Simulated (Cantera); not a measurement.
Feed: 1 mol SiH4, 0.77 mol CO2, a varied amount of N2, at 1198.15 K and 5.30 mbar.

Equilibrium computed with Cantera from the NASA thermochemical tables; the gas is ideal and each condensed phase is pure. Candidate condensed phases: C, C6H6, C7H8, C8H18, H2O, Si, SiC, SiO2, Si2N2O, Si3N4; 151 gas species. N2 is the only nitrogen source here; it is nearly inert below about 1500 K, so the nitride shown seldom forms there in practice. Mutual solubility and eutectic melting of coexisting phases are not modelled. The tables hold silica as quartz up to 1696 K and as liquid above; real silica turns to tridymite and cristobalite and melts near 1996 K. Rates play no part.

x: gas mole fraction; n: condensed amount in mol.

```
n(N2) (mol)   x N2    x H2     x CO       x H2O  n SiO2(β-quartz)  n Si2N2O(s)
-----------  -----  ------  -------  ----------  ----------------  -----------
13           0.820   0.130   0.0501  (withheld)             0.180        0.410
16           0.849   0.109   0.0419  (withheld)             0.180        0.410
20           0.876  0.0894   0.0344  (withheld)             0.180        0.410
26           0.902  0.0705   0.0271  (withheld)             0.180        0.410
32           0.919  0.0582   0.0224  (withheld)             0.180        0.410
41           0.936  0.0461   0.0178  (withheld)             0.180        0.410
52           0.949  0.0368   0.0142  (withheld)             0.180        0.410
66           0.959  0.0293   0.0113  (withheld)             0.180        0.410
84           0.968  0.0232  0.00892  (withheld)             0.180        0.410
```

Task: What belongs in the gaps?

Result: 
- 13, x H2O: 7.25e-6
- 16, x H2O: 6.14e-6
- 20, x H2O: 5.09e-6
- 26, x H2O: 4.06e-6
- 32, x H2O: 3.37e-6
- 41, x H2O: 2.69e-6
- 52, x H2O: 2.15e-6
- 66, x H2O: 1.72e-6
- 84, x H2O: 1.36e-6
